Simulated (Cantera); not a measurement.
An isothermal, constant-pressure homogeneous reactor starts with CO : O2 : H2O : N2 = 0.0069 : 0.015 : 0.039 : 1 (molar parts), at 1225 K and 9.28 atm.

Model: GRI-Mech 3.0 (53 species, 325 reactions), integrated in Cantera.

x: mole fraction; the columns are a selection and need not sum to one.

```
t (s)         x CO    x O2   x H2O     x NO2      x NO     x N2O
--------  --------  ------  ------  --------  --------  --------
0.000300   0.00650  0.0141  0.0368    <1e-12    <1e-12  7.21e-11
0.000773   0.00645  0.0141  0.0368    <1e-12  2.52e-12   4.62e-9
0.00199    0.00582  0.0138  0.0367  3.30e-11  7.61e-11   5.34e-8
0.00514    0.00448  0.0132  0.0367  1.82e-10  3.34e-10   1.61e-7
0.0132     0.00256  0.0122  0.0368  6.87e-10  9.17e-10   3.27e-7
0.0341    0.000948  0.0114  0.0368   1.74e-9         …   4.72e-7
0.0879    0.000212  0.0110  0.0369   2.65e-9         …   4.92e-7
0.227      1.83e-5  0.0109  0.0369   1.75e-9         …   3.45e-7
0.584      4.19e-8  0.0109  0.0369  5.68e-11   4.63e-9   1.17e-7
1.51      6.36e-10  0.0109  0.0369  4.88e-11   4.67e-9   1.90e-8
3.88      6.36e-10  0.0109  0.0369  4.91e-11   4.69e-9   1.37e-8
10.0      6.36e-10  0.0109  0.0369  4.97e-11   4.75e-9   1.37e-8
```

### Question
Fill in the missing entries.

### Answer

- 0.0341, x NO: 1.44e-9
- 0.0879, x NO: 1.62e-9
- 0.227, x NO: 2.88e-9
